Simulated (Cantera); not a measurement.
Reactions in the system H-O-V

Source: NASA polynomial tables (part measured, part estimated), evaluated in Cantera. Values are per mole of reaction as written; species without (g) are pure solids or liquids, kept so even where they would boil at 1 bar.

10 OH(g) + 2 V → V₂O₅ + 5 H₂O(g)

```
T (K)  ΔH° (kJ)  ΔS° (J/K)  ΔG° (kJ)  log10 K
-----  --------  ---------  --------  -------
1023    -3088.3     -760.9   -2309.9   117.94
1123    -3085.3     -758.1   -2234.0   103.91
1223    -3082.3     -755.5   -2158.3    92.18
1323    -3079.3     -753.2   -2082.8    82.23
1423    -3076.4     -751.1   -2007.6    73.69
1523    -3073.6     -749.2   -1932.6    66.28
1623    -3070.9     -747.4   -1857.8    59.79
1723    -3068.3     -745.9   -1783.1    54.06
```
